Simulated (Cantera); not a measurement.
Equilibrium for oxide etching and cleaning by halides: CaO + Cl2 + N2

Feed: 1 mol CaO, 20 mol Cl2, 1.7 mol N2, equilibrated at 0.133 bar.

These are equilibrium values from Cantera (NASA tables, ideal gas, pure condensed phases), not measurements of a reactor. Candidate condensed phases: Ca, CaCl2, CaO; 17 gas species. Condensed phases not in the tables: oxide chlorides. Rates play no part.

```csv
T (K),log p Cl2,log p Cl,log p N2,log p CaCl2,log p O2,log p ClO,log p NO,n CaCl2(l)
1325,-0.94,-2.28,-1.98,-4.03,-2.51,-5.04,-5.19,0.985
1350,-0.95,-2.19,-1.98,-3.84,-2.51,-4.97,-5.12,0.976
1375,-0.95,-2.11,-1.98,-3.65,-2.52,-4.90,-5.06,0.963
1400,-0.96,-2.03,-1.99,-3.46,-2.52,-4.84,-5.00,0.943
1425,-0.97,-1.95,-1.99,-3.29,-2.53,-4.77,-4.95,0.914
1450,-0.97,-1.87,-2.00,-3.12,-2.53,-4.72,-4.89,0.872
1475,-0.99,-1.80,-2.00,-2.96,-2.54,-4.66,-4.84,0.812
1500,-1.00,-1.73,-2.01,-2.80,-2.54,-4.61,-4.80,0.727
1525,-1.01,-1.67,-2.02,-2.65,-2.55,-4.57,-4.75,0.608
1550,-1.03,-1.61,-2.02,-2.51,-2.56,-4.52,-4.71,0.440
1575,-1.05,-1.55,-2.04,-2.37,-2.57,-4.48,-4.67,0.208
```
log p: log10 of the partial pressure in bar; n: condensed amount in mol.

From 1325 K to 1575 K the condensed part is CaCl2(l). The main Ca-bearing gas is CaCl2 throughout. The share of Ca in condensed phases is highest at 1325 K (98.5 %) and lowest at 1575 K (20.8 %).
